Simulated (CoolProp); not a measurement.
Vapour-liquid equilibrium of carbon monoxide (1) + methane (2) at 113.6 K; x and y are mole fractions of (1).

Values from CoolProp's multi-fluid Helmholtz-energy mixture model, Lemmon 2006 and Setzmann 1991; pair parameters Kunz 2012.

```tsv
x	bubble pressure, mixture model (bar)	bubble pressure, Raoult's law (bar)	y, mixture model	y, Raoult's law
0.05	1.847	1.786	0.376	0.370
0.15	3.229	2.988	0.666	0.663
0.25	___	4.191	___	0.788
0.35	5.939	5.393	0.845	0.857
0.45	___	6.596	0.883	0.901
0.55	8.270	7.799	0.909	0.932
0.65	___	9.001	___	0.954
0.75	10.30	10.20	0.948	0.971
0.85	___	11.41	0.966	0.984
0.95	12.54	12.61	___	0.995
```

### Question
Some entries are withheld; supply them.

### Answer

- 0.25, bubble pressure, mixture model (bar): 4.616
- 0.25, y, mixture model: 0.783
- 0.45, bubble pressure, mixture model (bar): 7.158
- 0.65, bubble pressure, mixture model (bar): 9.300
- 0.65, y, mixture model: 0.930
- 0.85, bubble pressure, mixture model (bar): 11.35
- 0.95, y, mixture model: 0.987

The largest gap from Raoult's law is +10.1 % in bubble pressure, at x = 0.25. No azeotrope shows between x = 0.05 and 0.95.

Pair parameters are fitted to limited data, so mixtures are less certain than the pure fluids. The gap from Raoult's law changes sign with composition, which may be real or a fault of the pair parameters; it wasn't checked against measurements.
